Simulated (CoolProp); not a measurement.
Vapour-liquid equilibrium of CHF3 (R23) (1) + R13 (2) at 204.9 K; x and y are mole fractions of (1).

Computed with CoolProp (multi-fluid Helmholtz-energy mixture model, Penoncello 2003 and Platzer 1990; pair parameters Bell 2016). This equation is an older, rougher fit; its heat capacities, sound speeds and derivatives of the liquid may be far off and weren't checked against measurements.

```
x     bubble pressure, mixture model (bar)  bubble pressure, Raoult's law (bar)  y, mixture model  y, Raoult's law
----  ------------------------------------  -----------------------------------  ----------------  ---------------
0.05                                 2.155                                1.955             0.133            0.054
0.2                                  2.528                                1.980             0.343            0.213
0.35                                 2.687                                2.005             0.447            0.369
0.5                                  2.740                                2.030             0.520            0.520
0.65                                 2.722                                2.055             0.592            0.668
0.8                                  2.609                                2.080             0.690            0.813
0.95                                 2.298                                2.105             0.882            0.954
```

The largest gap from Raoult's law is +35.0 % in bubble pressure, at x = 0.5. y crosses x between x = 0.5 and 0.65: the model has an azeotrope there.

Pair parameters are fitted to limited data, so mixtures are less certain than the pure fluids.
